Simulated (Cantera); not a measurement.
A Cantera script and what it prints.

```python
import numpy as np
import cantera as ct

gas_names = """
    O2 Br2
""".split()
cond_names = """
    Ca(L) CaBr2(L) CaO(s)
""".split()


# ... load() reads the species with a 1 bar reference pressure and builds the phases ...
species = {s.name: s for s in load("nasa_gas.yaml", gas_names) + load("nasa_condensed.yaml", cond_names)}
T = 1125
g = {n: (s.thermo.h(T) - T * s.thermo.s(T)) / (ct.gas_constant * T * np.log(10)) for n, s in species.items()}
valid = cond_names  # the entries whose range holds T


def stable(la, lb):
    # potentials (over RT ln 10) of the two non-metals from log10 p(O2) and log10 p(Br2) in bar
    mu = {}
    mu["O"] = (g["O2"] + la) / 2
    mu["Br"] = (g["Br2"] + lb) / 2
    cost = {}
    for n in valid:
        c = species[n].composition
        cost[n] = (g[n] - sum(c.get(e, 0) * m for e, m in mu.items())) / c["Ca"]
    return min(cost, key=cost.get)


results = []
for lb in [0, -1.9, -3.8, -5.7, -7.6, -9.5, -11.5, -13.4, -15.3, -17.2, -19.1, -21]:
    row = [stable(la, lb) for la in [-23, -21.8, -20.6, -19.4, -18.2, -16.9, -15.7, -14.5, -13.3, -12.1, -10.9, -9.7, -8.5, -7.3, -6.1, -4.8, -3.6, -2.4, -1.2, 0]]
    results.append(row)
    print(f"{lb:6.1f}  " + " ".join(f"{valid.index(n):x}" for n in row))
print("key: " + ", ".join(f"{i:x} {n}" for i, n in enumerate(valid)))
```

It prints:

```
   0.0  1 1 1 1 1 1 1 1 1 1 1 1 1 1 1 1 1 1 1 1
  -1.9  1 1 1 1 1 1 1 1 1 1 1 1 1 1 1 1 1 1 1 2
  -3.8  1 1 1 1 1 1 1 1 1 1 1 1 1 1 1 1 2 2 2 2
  -5.7  1 1 1 1 1 1 1 1 1 1 1 1 2 2 2 2 2 2 2 2
  -7.6  1 1 1 1 1 1 1 1 1 2 2 2 2 2 2 2 2 2 2 2
  -9.5  1 1 1 1 1 1 2 2 2 2 2 2 2 2 2 2 2 2 2 2
 -11.5  1 1 1 2 2 2 2 2 2 2 2 2 2 2 2 2 2 2 2 2
 -13.4  2 2 2 2 2 2 2 2 2 2 2 2 2 2 2 2 2 2 2 2
 -15.3  2 2 2 2 2 2 2 2 2 2 2 2 2 2 2 2 2 2 2 2
 -17.2  2 2 2 2 2 2 2 2 2 2 2 2 2 2 2 2 2 2 2 2
 -19.1  2 2 2 2 2 2 2 2 2 2 2 2 2 2 2 2 2 2 2 2
 -21.0  2 2 2 2 2 2 2 2 2 2 2 2 2 2 2 2 2 2 2 2
key: 0 Ca(L), 1 CaBr2(L), 2 CaO(s)
```

Cantera with NASA thermochemical tables; ideal gases at 1 bar, condensed phases pure. Not in the tables: oxide halides.
